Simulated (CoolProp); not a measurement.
Saturation properties of R143a (Tc = 72.7 °C, pc = 37.62 bar, ω = 0.261).

Model: reference Helmholtz-energy equation of state, Lemmon and Jacobsen 2000, in CoolProp.

| T (°C) | p (bar) | vapour density (kg/m³) | liquid cp (kJ/(kg K)) | liquid viscosity (µPa s) | vapour viscosity (µPa s) | liquid conductivity (mW/(m K)) |
|---|---|---|---|---|---|---|
| 1.45 | 6.481 | 28.57 | 1.503 | 140 | 10.3 | 80.1 |
| 5.05 | 7.230 | 31.93 | 1.522 | 136 | 10.5 | 78.6 |
| 8.65 | 8.041 | 35.63 | 1.543 | 131 | 10.6 | 77.1 |
| 12.15 | 8.894 | 39.57 | 1.566 | 127 | 10.8 | 75.7 |
| 15.75 | 9.840 | 44.03 | 1.591 | 123 | 11.0 | 74.2 |
| 19.35 | 10.86 | 48.93 | 1.619 | 118 | 11.2 | 72.8 |
| 22.85 | 11.92 | 54.17 | 1.649 | 114 | 11.4 | 71.3 |
| 26.45 | 13.10 | 60.12 | 1.683 | 110 | 11.7 | 69.9 |
| 30.05 | 14.36 | 66.70 | 1.722 | 106 | 12.0 | 68.4 |
| 33.55 | 15.67 | 73.79 | 1.766 | 102 | 12.3 | 67.0 |
| 37.15 | 17.11 | 81.91 | 1.819 | 97.7 | 12.6 | 65.5 |
| 40.75 | 18.64 | 91.00 | 1.881 | 93.5 | 13.0 | 64.0 |
| 44.35 | 20.28 | 101.3 | 1.957 | 89.3 | 13.4 | 62.5 |

It boils at -47.2 °C under 1 atm.

Viscosity comes from a separate model (Klein 1997), an estimate that may be off by 10 % or more. Thermal conductivity comes from a separate model (McLinden 2000), an estimate that may be off by 10 % or more.
